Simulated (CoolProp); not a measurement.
A Linde-Hampson liquefier for dry air: isothermal reversible compression at 230 K from 1 atm to 20 MPa, throttling to 1 atm, return gas leaving the recuperator 2 K below the feed. Each further row changes one setting.

Model: reference Helmholtz-energy equation of state, Lemmon 2000, in CoolProp. It is a pseudo-pure fit of the blend.

```
case                        liquid yield per pass  compression work (kJ/kg of gas)
--------------------------  ---------------------  -------------------------------
as stated                                   0.169                              337
high pressure 40 MPa                        0.205                              384
warm-end temperature 260 K                  0.119                              388
warm-end gap 7 K                            0.157                              337
```
